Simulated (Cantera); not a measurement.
Feed: 1 mol MgF2, 110 mol H2, equilibrated at 13.3 mbar.

Cantera equilibrium calculation (NASA polynomials, part measured and part estimated; ideal gas, pure solids and liquids). Candidate condensed phases: Mg, MgF2; 17 gas species. Equilibrium is a limit: real reactors are often held back by kinetics, nucleation or transport.

**Question.** What share of the Mg ends up in condensed phases as a function of T (K), at 1175, 1250, 1325, 1400, 1475, 1550, 1625, 1700, 1775, 1850, 1925, 2000, 2075?

**Answer.** 
```csv
T (K),Mg condensed (%),as
1175,99.7,MgF2(s)
1250,98.6,MgF2(s)
1325,94.7,MgF2(s)
1400,80.5,MgF2(s)
1475,32.4,MgF2(s)
1550,0.0,-
1625,0.0,-
1700,0.0,-
1775,0.0,-
1850,0.0,-
1925,0.0,-
2000,0.0,-
2075,0.0,-
```
